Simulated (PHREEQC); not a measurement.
# Brine: speciation

A solution holds 0.21 mol/kgw NaBr and 0.042 mol/kgw BaCl2, at 20 °C. Closed to the air; pH follows from the charge balance.

All values are PHREEQC results (Pitzer model, pitzer.dat), not measurements.

```json
{
  "ionic_strength": "0.336 mol/kgw",
  "activity_of_water": "0.991",
  "specific_conductance": "24500 µS/cm",
  "density": "1.022 g/cm³",
  "osmotic_coefficient": "0.909"
}
```

```csv
species,molality,activity,log γ
Br-,0.210,0.146,-0.156
Na+,0.210,0.153,-0.138
Cl-,0.0840,0.0570,-0.169
Ba+2,0.0420,0.0111,-0.578
OH-,1.15e-7,7.45e-8,-0.187
H+,1.15e-7,9.11e-8,-0.100
```

This is a speciation only: nothing precipitates in the calculation. Complexes and solids missing from the database can't appear.
